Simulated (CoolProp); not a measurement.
Vapour-liquid equilibrium of m-xylene (1) + n-nonane (2) at 516.1 K; x and y are mole fractions of (1).

Values from CoolProp's multi-fluid Helmholtz-energy mixture model, Zhou 2012 and Lemmon 2006; pair parameters Bell 2016.

```json
[
 {"x": "0.05", "bubble pressure, mixture model (MPa)": "0.7238", "bubble pressure, Raoult's law (MPa)": "0.7151", "y, mixture model": "0.066", "y, Raoult's law": "0.062"},
 {"x": "0.2", "bubble pressure, mixture model (MPa)": "0.7704", "bubble pressure, Raoult's law (MPa)": "0.7412", "y, mixture model": "0.245", "y, Raoult's law": "0.238"},
 {"x": "0.35", "bubble pressure, mixture model (MPa)": "0.8088", "bubble pressure, Raoult's law (MPa)": "0.7674", "y, mixture model": "0.401", "y, Raoult's law": "0.402"},
 {"x": "0.5", "bubble pressure, mixture model (MPa)": "0.8391", "bubble pressure, Raoult's law (MPa)": "0.7935", "y, mixture model": "0.542", "y, Raoult's law": "0.555"},
 {"x": "0.65", "bubble pressure, mixture model (MPa)": "0.8615", "bubble pressure, Raoult's law (MPa)": "0.8197", "y, mixture model": "0.676", "y, Raoult's law": "0.698"},
 {"x": "0.8", "bubble pressure, mixture model (MPa)": "0.8757", "bubble pressure, Raoult's law (MPa)": "0.8458", "y, mixture model": "0.810", "y, Raoult's law": "0.833"},
 {"x": "0.95", "bubble pressure, mixture model (MPa)": "0.8811", "bubble pressure, Raoult's law (MPa)": "0.8720", "y, mixture model": "0.950", "y, Raoult's law": "0.959"}
]
```

The largest gap from Raoult's law is +5.7 % in bubble pressure, at x = 0.5. No azeotrope shows between x = 0.05 and 0.95.

Pair parameters are fitted to limited data, so mixtures are less certain than the pure fluids.
